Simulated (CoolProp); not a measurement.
Vapour-liquid equilibrium of p-xylene (1) + n-decane (2) at 0.00876 bar; x and y are mole fractions of (1).

The numbers come from the multi-fluid Helmholtz-energy mixture model, Zhou 2012 and Lemmon 2006; pair parameters Bell 2016 in CoolProp.

```csv
x,"bubble temperature, mixture model (°C)","bubble temperature, Raoult's law (°C)","y, mixture model","y, Raoult's law"
0.05,46.0,46.7,0.243,0.212
0.125,41.3,42.6,0.472,0.431
0.2,37.6,39.1,0.613,0.579
0.275,34.7,36.2,0.707,0.683
0.35,32.2,33.6,0.773,0.759
0.425,30.2,31.4,0.823,0.816
0.5,28.4,29.4,0.861,0.860
0.575,26.8,27.6,0.892,0.894
0.65,25.4,25.9,0.917,0.922
0.725,24.1,24.5,0.939,0.945
0.8,22.9,23.1,0.958,0.964
0.875,21.7,21.8,0.975,0.979
0.95,20.6,20.7,0.990,0.992
```

The largest gap from Raoult's law is -1.5 K in bubble temperature, at x = 0.275. No azeotrope shows between x = 0.05 and 0.95.

Pair parameters are fitted to limited data, so mixtures are less certain than the pure fluids.
